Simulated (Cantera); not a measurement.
Feed: 1 mol BN, 0.099 mol N2, at 5.78 Torr.

Method: chemical equilibrium by Gibbs-energy minimisation in Cantera with the NASA 1993 tables (ideal gas, pure condensed phases). Candidate condensed phases: B, BN; 5 gas species. The numbers say what is thermodynamically allowed, not how fast it happens. All values below are at 2100 °C.

Base state: N2 0.997, B 0.00311, BN 0.000131 (mole fractions); condensed: B(l).

Problem. What changes in the equilibrium state with this change: pressure from 5.78 Torr to 750 Torr?

Solution. 
```
species       before    after
----------  --------  -------
N2             0.997    1.000
B            0.00311  2.78e-6
BN          0.000131  1.33e-6
B(l), mol      0.998        0
BN(s), mol         0     1.00
```
